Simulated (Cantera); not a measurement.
# Equilibrium for oxide etching and cleaning by halides: SiO2 + Cl2

Charge: 1 mol SiO2, 0.95 mol Cl2, equilibrated at 1200 K and 7.50 Torr.

Equilibrium computed with Cantera from the NASA thermochemical tables; the gas is ideal and each condensed phase is pure. Candidate condensed phases: Si, SiO2; 15 gas species. The tables hold silica as quartz up to 1696 K and as liquid above; real silica turns to tridymite and cristobalite and melts near 1996 K. Equilibrium is a limit: real reactors are often held back by kinetics, nucleation or transport.

```yaml
x(Cl2): 0.954
x(Cl): 0.0462
x(SiCl4): 6.98e-5
x(O2): 6.90e-5
x(ClO): 1.51e-6
n(SiO2(β-quartz)): 1.000 mol
gas_amount: 0.9724 mol
log10 activity of Si(s) (absent): -24.10
```
